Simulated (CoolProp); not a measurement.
Vapour-liquid equilibrium of CH2F2 (R32) (1) + R142b (2) at 0.096 MPa; x and y are mole fractions of (1).

Values from CoolProp's multi-fluid Helmholtz-energy mixture model, Tillner-Roth 1997 and Lemmon 2006; pair parameters Bell 2016.

Q: Give the bubble temperature and the first vapour's composition at x = 0.05, 0.15, 0.35. Is there an azeotrope?

A: x = 0.05: 256.0 K, y = 0.277; x = 0.15: 245.6 K, y = 0.590; x = 0.35: 233.5 K, y = 0.824. No azeotrope shows between x = 0.05 and 0.95.

Pair parameters are fitted to limited data, so mixtures are less certain than the pure fluids.
